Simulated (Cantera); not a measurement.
Hydrocarbon pyrolysis for carbon deposition

A perfectly stirred reactor is fed with C₂H₆ : N₂ = 1 : 1.6 (molar parts), at 0.000380 bar; it is held at 2000 K, and followed from long to short residence time.

Cantera simulation using GRI-Mech 3.0 (53 species, 325 reactions); the numbers are that mechanism's predictions, not measurements. GRI-Mech 3.0 stops at C3 and has no aromatics, soot or wall deposition, so with more carbon than oxygen in the feed, carbon stays in small species such as C2H2 where larger ones or solid carbon would form. Radical loss at walls, strong at low pressure, is not modelled.

```csv
τ (s),x C₂H₆,x CH₂,x H₂,x C₂H₄,x C₂H₂,x HCN
0.61,0.000333,9.79e-5,0.381,0.00226,0.200,8.51e-5
0.18,0.00111,0.000150,0.347,0.00630,0.185,4.34e-5
0.053,0.00372,0.000228,0.297,0.0163,0.160,2.24e-5
0.016,0.0123,0.000340,0.231,0.0365,0.119,1.17e-5
0.0046,0.0427,0.000481,0.150,0.0629,0.0574,5.55e-6
0.0014,0.122,0.000515,0.0744,0.0546,0.0115,2.00e-6
0.00040,0.252,0.000301,0.0186,0.0137,0.000371,2.70e-7
0.00012,0.337,6.16e-5,0.00129,0.000705,1.91e-6,2.83e-9
```
x: mole fraction; the columns are a selection and need not sum to one.
